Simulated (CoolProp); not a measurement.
A closed Brayton cycle with dry air: compressor inlet 324.15 K and 3.3 MPa, high pressure 11.1 MPa, turbine inlet 920 K, compressor efficiency 0.85, turbine efficiency 0.85, recuperator effectiveness 0.8 (on enthalpy, no pinch check). Each further row changes one setting.

The numbers come from the reference Helmholtz-energy equation of state, Lemmon 2000 in CoolProp. It is a pseudo-pure fit of the blend.

| case | thermal efficiency (%) | net work (kJ/kg) | compressor to turbine work | compressor exit (K) | turbine exit (K) |
|---|---|---|---|---|---|
| as stated | 26.6 | 77.2 | 0.68 | 482.5 | 707.8 |
| turbine inlet 870 K | 23.9 | ___ | 0.72 | 482.5 | ___ |
| compressor inlet 334.15 K | 25.2 | 72.1 | 0.70 | 497.1 | 707.8 |
| high pressure 9.43 MPa | 27.4 | ___ | 0.65 | 458.1 | ___ |
| recuperator effectiveness 0.5 | 21.3 | 77.2 | 0.68 | 482.5 | 707.8 |

What belongs in the gaps?


- turbine inlet 870 K, net work (kJ/kg): 64.0
- turbine inlet 870 K, turbine exit (K): 667.6
- high pressure 9.43 MPa, net work (kJ/kg): 74.5
- high pressure 9.43 MPa, turbine exit (K): 733.1
